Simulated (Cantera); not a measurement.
Feed: 1 mol SiCl4, 0.54 mol HCl, 9.6 mol H2, at 2425 K and 13.3 mbar.

Cantera equilibrium calculation (NASA polynomials, part measured and part estimated; ideal gas, pure solids and liquids). Candidate condensed phases: Si; 19 gas species. The tables' values for SiCl, SiCl3 are old estimates; treat these amounts as uncertain. Gases not in the tables: Si2H6 and higher silanes. Kinetics and transport are ignored.

Task: What is the equilibrium state?

Result: 
```json
{
 "x(H2)": "0.546",
 "x(HCl)": "0.233",
 "x(H)": "0.114",
 "x(Si)": "0.0362",
 "x(Cl)": "0.0347",
 "x(SiCl2)": "0.0282",
 "x(SiCl)": "0.00719",
 "x(SiH)": "0.000916",
 "x(Si2)": "0.000156",
 "gas_amount": "13.72 mol",
 "log10 activity of Si(l) (absent)": "-0.74"
}
```
